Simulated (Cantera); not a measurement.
# Equilibrium for fluorocarbon and chlorocarbon gases: CH2F2 + HCl

Feed: 1 mol CH2F2, 0.012 mol HCl, at 3.90 mbar.

Cantera equilibrium calculation (NASA polynomials, part measured and part estimated; ideal gas, pure solids and liquids). Candidate condensed phases: C, C6H6, C7H8, C8H18; 118 gas species. Kinetics and transport are ignored.

From 1098 K to 2898 K the condensed part is C(graphite). From 3098 K to 3498 K nothing is condensed. The main C-bearing gas is CF4 at 1098 K and C at 3498 K.

```json
[
 {"T (K)": "1098", "x HF": "0.994", "x H": "4.24e-10", "x F": "1.93e-10", "x C": "<1e-12", "x C3": "<1e-12", "x CF": "<1e-12", "x C2": "<1e-12", "x HCl": "0.00596", "n C(graphite)": "1.00"},
 {"T (K)": "1298", "x HF": "0.994", "x H": "6.02e-8", "x F": "2.48e-8", "x C": "<1e-12", "x C3": "<1e-12", "x CF": "<1e-12", "x C2": "<1e-12", "x HCl": "0.00594", "n C(graphite)": "1.00"},
 {"T (K)": "1498", "x HF": "0.994", "x H": "2.37e-6", "x F": "8.60e-7", "x C": "<1e-12", "x C3": "<1e-12", "x CF": "1.39e-10", "x C2": "<1e-12", "x HCl": "0.00581", "n C(graphite)": "1.00"},
 {"T (K)": "1698", "x HF": "0.994", "x H": "3.86e-5", "x F": "1.34e-5", "x C": "3.64e-12", "x C3": "1.07e-12", "x CF": "1.06e-8", "x C2": "<1e-12", "x HCl": "0.00538", "n C(graphite)": "1.000"},
 {"T (K)": "1898", "x HF": "0.993", "x H": "0.000329", "x F": "0.000126", "x C": "7.70e-10", "x C3": "5.01e-10", "x CF": "3.43e-7", "x C2": "4.18e-11", "x HCl": "0.00438", "n C(graphite)": "1.000"},
 {"T (K)": "2098", "x HF": "0.990", "x H": "0.00167", "x F": "0.000866", "x C": "5.84e-8", "x C3": "7.08e-8", "x CF": "6.37e-6", "x C2": "6.08e-9", "x HCl": "0.00287", "n C(graphite)": "1.000"},
 {"T (K)": "2298", "x HF": "0.982", "x H": "0.00600", "x F": "0.00454", "x C": "2.08e-6", "x C3": "4.13e-6", "x CF": "7.51e-5", "x C2": "3.67e-7", "x HCl": "0.00155", "n C(graphite)": "1.000"},
 {"T (K)": "2498", "x HF": "0.956", "x H": "0.0185", "x F": "0.0171", "x C": "4.15e-5", "x C3": "0.000124", "x CF": "0.000554", "x C2": "1.14e-5", "x HCl": "0.000825", "n C(graphite)": "0.998"},
 {"T (K)": "2698", "x HF": "0.886", "x H": "0.0504", "x F": "0.0484", "x C": "0.000531", "x C3": "0.00220", "x CF": "0.00277", "x C2": "0.000210", "x HCl": "0.000459", "n C(graphite)": "0.976"},
 {"T (K)": "2898", "x HF": "0.723", "x H": "0.115", "x F": "0.108", "x C": "0.00476", "x C3": "0.0259", "x CF": "0.0100", "x C2": "0.00258", "x HCl": "0.000241", "n C(graphite)": "0.758"},
 {"T (K)": "3098", "x HF": "0.456", "x H": "0.204", "x F": "0.189", "x C": "0.0234", "x C3": "0.0850", "x CF": "0.0194", "x C2": "0.0121", "x HCl": "0.000102", "n C(graphite)": "0"},
 {"T (K)": "3298", "x HF": "0.253", "x H": "0.303", "x F": "0.287", "x C": "0.0576", "x C3": "0.0545", "x CF": "0.0195", "x C2": "0.0174", "x HCl": "4.43e-5", "n C(graphite)": "0"},
 {"T (K)": "3498", "x HF": "0.108", "x H": "0.366", "x F": "0.352", "x C": "0.112", "x C3": "0.0243", "x CF": "0.0145", "x C2": "0.0183", "x HCl": "1.76e-5", "n C(graphite)": "0"}
]
```
x: gas mole fraction; n: condensed amount in mol.
